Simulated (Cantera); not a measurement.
Carbothermic reduction: Ta2O5 + CH4 + H2

A closed system holds: 1 mol Ta2O5, 0.88 mol CH4, 0.18 mol H2, held at 0.00130 bar.

Cantera equilibrium calculation (NASA polynomials, part measured and part estimated; ideal gas, pure solids and liquids). Candidate condensed phases: C, C6H6, C7H8, C8H18, H2O, Ta, TaC, Ta2O5; 113 gas species. Mutual solubility and eutectic melting of coexisting phases are not modelled. TaC: taken at fixed stoichiometry. Condensed phases not in the tables: Ta2C. Rates play no part.

```csv
T (°C),x H2,x CO,x H,x CH4,x H2O,x CO2,n C(graphite),n TaC(s),n Ta2O5(s)
625,0.986,0.0131,3.01e-9,0.000405,4.24e-5,1.31e-6,0.843,0.0103,0.995
675,0.930,0.0698,1.40e-8,0.000193,8.17e-5,1.11e-5,0.676,0.0583,0.971
725,0.755,0.245,5.18e-8,6.06e-5,0.000117,5.49e-5,0,0.252,0.874
775,0.755,0.245,1.86e-7,1.38e-5,0.000141,5.43e-5,0,0.252,0.874
825,0.755,0.245,5.96e-7,3.58e-6,0.000167,5.37e-5,0,0.252,0.874
875,0.755,0.245,1.73e-6,1.05e-6,0.000194,5.32e-5,0,0.252,0.874
925,0.755,0.245,4.58e-6,3.41e-7,0.000222,5.28e-5,0,0.252,0.874
975,0.755,0.245,1.13e-5,1.21e-7,0.000252,5.24e-5,0,0.252,0.874
1025,0.755,0.245,2.58e-5,4.68e-8,0.000282,5.20e-5,0,0.252,0.874
1075,0.755,0.245,5.58e-5,1.94e-8,0.000312,5.17e-5,0,0.252,0.874
1125,0.755,0.245,0.000114,8.58e-9,0.000343,5.14e-5,0,0.252,0.874
1175,0.755,0.245,0.000222,4.02e-9,0.000374,5.11e-5,0,0.252,0.874
1225,0.755,0.245,0.000414,1.98e-9,0.000405,5.09e-5,0,0.252,0.874
```
x: gas mole fraction; n: condensed amount in mol.

From 625 °C to 675 °C the condensed part is C(graphite) + TaC(s) + Ta2O5(s). From 725 °C to 1225 °C the condensed part is TaC(s) + Ta2O5(s).
